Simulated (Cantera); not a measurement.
An adiabatic, constant-pressure homogeneous reactor starts with H2 : O2 : N2 = 1 : 0.263 : 0.989 (molar parts), equivalence ratio 1.9, at 975 K and 500000 Pa.

Cantera simulation using the H2/O2 subset of GRI-Mech 3.0, which has no nitrogen chemistry; the numbers are that mechanism's predictions, not measurements. The hydrogen kinetics of GRI-Mech 3.0 are dated; newer H2 mechanisms differ, most at raised pressure.

Q: Predict: time of steepest temperature rise; temperature at 0.300 s; equilibrium temperature; x(H2) at 0.300 s; x(O2) at 0.300 s; x(HO2) at 0.300 s; x(H) at 0.300 s; x(O) at 0.300 s; x(H2O) at 0.300 s.

A: 
- time of steepest temperature rise = 16.5 ms
- temperature at 0.300 s = 2605 K
- equilibrium temperature = 2605 K
- x(H2) at 0.300 s = 0.234 (gas-phase equilibrium 0.234)
- x(O2) at 0.300 s = 2.37e-5 (gas-phase equilibrium 2.37e-5)
- x(HO2) at 0.300 s = 4.92e-8 (gas-phase equilibrium 4.92e-8)
- x(H) at 0.300 s = 0.00855 (gas-phase equilibrium 0.00855)
- x(O) at 0.300 s = 5.23e-5 (gas-phase equilibrium 5.23e-5)
- x(H2O) at 0.300 s = 0.261 (gas-phase equilibrium 0.261)
